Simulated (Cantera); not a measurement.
Input: 1 mol CS2, 0.55 mol O2, 4.8 mol H2O, held at 3348 K and 7.50 Torr.

Method: chemical equilibrium by Gibbs-energy minimisation in Cantera with the NASA 1993 tables (ideal gas, pure condensed phases). Candidate condensed phases: C, C6H6, C7H8, C8H18, H2O, H2SO4, S; 123 gas species. Kinetics and transport are ignored.

Base state: H 0.531, O 0.251, S 0.101, CO 0.0601, SO 0.0183, H2 0.0166, OH 0.0133, O2 0.00576 (mole fractions); condensed: gas only.

What changes in the equilibrium state with this change: temperature from 3348 K to 898.15 K?


```
species    before     after
-------  --------  --------
H2O      0.000986     0.594
CO2      0.000443     0.155
H2S       1.76e-6     0.149
H           0.531     <1e-9
O           0.251     <1e-9
S           0.101   1.01e-9
OH         0.0133     <1e-9
SO         0.0183   2.14e-6
S2       0.000255    0.0768
CO         0.0601   0.00132
SO2      0.000633    0.0105
H2         0.0166    0.0117
O2        0.00576     <1e-9
COS       2.84e-7  0.000537
S2O       6.42e-7  0.000291
```
Gases not in the tables: S3 to S7.

What changes in the equilibrium state with this change: temperature from 3348 K to 2473.15 K?


```json
[
 {"species": "H2", "before": "0.0166", "after": "0.263"},
 {"species": "H2O", "before": "0.000986", "after": "0.240"},
 {"species": "H", "before": "0.531", "after": "0.114"},
 {"species": "O", "before": "0.251", "after": "0.00603"},
 {"species": "SO2", "before": "0.000633", "after": "0.0995"},
 {"species": "CO2", "before": "0.000443", "after": "0.0155"},
 {"species": "SO", "before": "0.0183", "after": "0.0995"},
 {"species": "S", "before": "0.101", "after": "0.0254"},
 {"species": "CO", "before": "0.0601", "after": "0.104"},
 {"species": "OH", "before": "0.0133", "after": "0.0210"},
 {"species": "H2S", "before": "1.76e-6", "after": "0.000356"},
 {"species": "S2O", "before": "6.42e-7", "after": "7.17e-5"}
]
```
